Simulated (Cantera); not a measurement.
Charge: 1 mol MgO, 11 mol Cl2, 2.1 mol N2, at 1150 K and 15.0 Pa.

Cantera equilibrium calculation (NASA polynomials, part measured and part estimated; ideal gas, pure solids and liquids). Candidate condensed phases: Mg, MgCl2, MgO; 18 gas species. Kinetics and transport are ignored.

Base state: Cl2 0.587, Cl 0.171, N2 0.141, MgCl2 0.0672, O2 0.0336, NO 2.22e-5, ClO 1.67e-5 (mole fractions); condensed: gas only.

What changes in the equilibrium state with this change: pressure from 15.0 Pa to 6.60 Pa?


| species | before | after |
|---|---|---|
| Cl2 | 0.587 | 0.523 |
| Cl | 0.171 | 0.244 |
| N2 | 0.141 | 0.136 |
| MgCl2 | 0.0672 | 0.0646 |
| O2 | 0.0336 | 0.0323 |
| ClO | 1.67e-5 | 1.55e-5 |
| NO | 2.22e-5 | 2.13e-5 |

What changes in the equilibrium state with this change: temperature from 1150 K to 1675 K?


```json
[
 {"species": "Cl", "before": "0.171", "after": "0.843"},
 {"species": "N2", "before": "0.141", "after": "0.0892"},
 {"species": "MgCl2", "before": "0.0672", "after": "0.0425"},
 {"species": "Cl2", "before": "0.587", "after": "0.00377"},
 {"species": "O2", "before": "0.0336", "after": "0.0209"},
 {"species": "O", "before": "1.24e-7", "after": "0.000403"},
 {"species": "NO", "before": "2.22e-5", "after": "0.000280"},
 {"species": "ClO", "before": "1.67e-5", "after": "3.00e-5"}
]
```
